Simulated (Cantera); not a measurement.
Charge: 1 mol CH3SiH3, 5 mol H2, at 1348 K and 19.0 mbar.

These are equilibrium values from Cantera (NASA tables, ideal gas, pure condensed phases), not measurements of a reactor. Candidate condensed phases: C, C6H6, C7H8, C8H18, Si, SiC; 87 gas species. The feed counts by its element totals alone. Kinetics and transport are ignored.

Base state: H2 1.000, H 1.68e-5 (mole fractions); condensed: SiC(s).

Question: What changes in the equilibrium state with this change: temperature from 1348 K to 2473.15 K?

Answer: 
| species | before | after |
|---|---|---|
| H2 | 1.000 | 0.784 |
| H | 1.68e-5 | 0.143 |
| Si | 9.90e-9 | 0.0458 |
| SiC2 | <1e-9 | 0.0110 |
| C2H2 (acetylene) | <1e-9 | 0.00756 |
| Si2C | <1e-9 | 0.00611 |
| Si2 | <1e-9 | 0.000264 |
| SiH | 8.79e-9 | 0.00154 |
| SiC(s), mol | 1.000 | 0.340 |
| C(graphite), mol | 0 | 0.256 |
Gases not in the tables: Si2H6 and higher silanes.
